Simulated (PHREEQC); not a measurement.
Dissolve 0.036 mol HF, 0.24 mol NaF and 0.00023 mol (NH4)2SiF6 per kg of water at 25 °C. Closed to the air; pH follows from the charge balance.

All values are PHREEQC results (ion-association model, phreeqc.dat), not measurements.

Each row changes one thing in this solution. Precipitation was switched off in this run.

```csv
case,pH,ionic strength (mol/kgw),Na+ (mol/kgw),F- (mol/kgw),HF (mol/kgw),HF2- (mol/kgw)
as made,4.02,0.227,0.227,0.211,0.0199,0.0159
(NH4)2SiF6 replaced by KHF2 at the same molality,4.02,0.227,0.227,0.211,0.0200,0.0161
NaF from 0.24 to 0.048 mol/kgw,3.23,0.0486,0.0472,0.0429,0.0303,0.00499
temperature from 25 to 15 °C,3.93,0.227,0.226,0.211,0.0207,0.0152
(NH4)2SiF6 from 0.00023 to 0.000253 mol/kgw,4.02,0.227,0.227,0.211,0.0199,0.0159
HF from 0.036 to 0.36 mol/kgw,2.69,0.235,0.232,0.122,0.244,0.113
0.15 mol/kgw TMAH added,12.87,0.375,0.225,0.263,3.21e-11,3.17e-11
```

(CH3)4N+ isn't in the database: it is added as a free cation with an ion size of 4 Å. SiF6-2 is the database's only silicon fluoride.
